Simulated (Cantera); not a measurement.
Feed: 1 mol HBr, 0.15 mol H₂, held at 6.00 bar.

Equilibrium computed with Cantera from the NASA thermochemical tables; the gas is ideal and each condensed phase is pure. Candidate condensed phases: Br₂; 5 gas species. Rates play no part.

### Question
At 1427 °C, list the 5 most abundant gas species with their mole fractions, and the condensed phases.

### Answer
HBr 0.858, H₂ 0.134, Br 0.00726, Br₂ 0.000538, H 2.20e-5. Condensed: gas only.
